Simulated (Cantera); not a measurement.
## Thermodynamics of carbon deposition, reforming and gasification, feed C₆H₆ + H₂O + N₂

Input: 1 mol C₆H₆, 0.24 mol H₂O, 3.2 mol N₂, equilibrated at 10.0 Pa.

Equilibrium computed with Cantera from the NASA thermochemical tables; the gas is ideal and each condensed phase is pure. Candidate condensed phases: C, C₆H₆, C₇H₈, C₈H₁₈, H₂O; 136 gas species. Rates play no part.

| T (°C) | x H | x H₂ | x N₂ | x CO | x C₃ | x CN | x HCN | n C(graphite) |
|---|---|---|---|---|---|---|---|---|
| 400 | <1e-12 | 0.484 | 0.481 | 0.0317 | <1e-12 | <1e-12 | 1.01e-9 | 5.78 |
| 550 | 5.11e-10 | 0.485 | 0.479 | 0.0359 | <1e-12 | <1e-12 | 7.92e-8 | 5.76 |
| 700 | 7.53e-8 | 0.485 | 0.479 | 0.0359 | <1e-12 | <1e-12 | 1.60e-6 | 5.76 |
| 850 | 2.97e-6 | 0.485 | 0.479 | 0.0359 | <1e-12 | <1e-12 | 1.44e-5 | 5.76 |
| 1000 | 4.97e-5 | 0.485 | 0.479 | 0.0359 | <1e-12 | 1.21e-11 | 7.69e-5 | 5.76 |
| 1150 | 0.000462 | 0.485 | 0.479 | 0.0359 | <1e-12 | 9.45e-10 | 0.000287 | 5.76 |
| 1300 | 0.00282 | 0.482 | 0.478 | 0.0359 | <1e-12 | 3.20e-8 | 0.000829 | 5.75 |
| 1450 | 0.0126 | 0.475 | 0.475 | 0.0357 | 9.78e-11 | 5.81e-7 | 0.00197 | 5.75 |
| 1600 | 0.0433 | 0.451 | 0.467 | 0.0351 | 9.76e-9 | 6.56e-6 | 0.00396 | 5.73 |
| 1750 | 0.119 | 0.393 | 0.447 | 0.0338 | 4.85e-7 | 5.08e-5 | 0.00676 | 5.70 |
| 1900 | 0.259 | 0.287 | 0.412 | 0.0313 | 1.39e-5 | 0.000289 | 0.00948 | 5.67 |
| 2050 | 0.432 | 0.157 | 0.369 | 0.0281 | 0.000255 | 0.00128 | 0.0106 | 5.63 |
| 2200 | 0.556 | 0.0623 | 0.335 | 0.0257 | 0.00325 | 0.00475 | 0.00955 | 5.49 |
| 2350 | 0.588 | 0.0195 | 0.303 | 0.0236 | 0.0307 | 0.0150 | 0.00728 | 4.40 |
x: gas mole fraction; n: condensed amount in mol.

From 400 °C to 2350 °C the condensed part is C(graphite). The main C-bearing gas is CO at 400 °C and C₃ at 2350 °C. The share of C in condensed phases is highest at 400 °C (96.3 %) and lowest at 2350 °C (73.4 %).
